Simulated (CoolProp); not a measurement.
50 sccm (0 °C, 1 atm) of nitrogen bubbles through liquid 1,2-dichloroethane at 306 K and leaves saturated at a total pressure of 0.0829 MPa (ideal gas phase). Each further row changes one setting.

Computed with CoolProp (reference Helmholtz-energy equation of state, Thol 2015).

```tsv
case	vapour pressure (kPa)	mole fraction of vapour	delivery (mg/min)	delivery (sccm)	change of delivery for a bath 1 K warmer (%)
as stated	15.1	0.182	49.3	11.2	5.7
bath temperature 311 K	18.9	0.227	65.0	14.7	5.8
total pressure 0.166 MPa	15.1	0.0911	22.1	5.01	5.1
```
